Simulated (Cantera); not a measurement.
Feed: 1 mol MgO, 0.58 mol Cl₂, 12 mol H₂, equilibrated at 87.0 Pa.

Cantera equilibrium calculation (NASA polynomials, part measured and part estimated; ideal gas, pure solids and liquids). Candidate condensed phases: H₂O, Mg, MgCl₂, MgO, Mg(OH)₂; 22 gas species. Rates play no part. All values below are at 1375 K.

Base state: H₂ 0.908, HCl 0.0846, H₂O 0.00382, MgCl₂ 0.00381, H 0.000111 (mole fractions); condensed: MgO(s).

Problem. What changes in the equilibrium state with this change: MgO replaced by B₂O₃?

Solution. 
```
species        before     after
------------  -------  --------
H₂              0.908     0.899
HCl            0.0846    0.0912
HBO₂                0   0.00372
MgCl₂         0.00381         0
HBO                 0   0.00337
B₂O₃                0   0.00151
BOCl                0  0.000524
B₂O₂                0  0.000136
MgO(s), mol     0.952         0
B₂O₃(l), mol        0     0.931
```
The tables' values for BOCl are old estimates; treat these amounts as uncertain. Further candidate phases: B, B₂O₃, B₃O₃H₃.
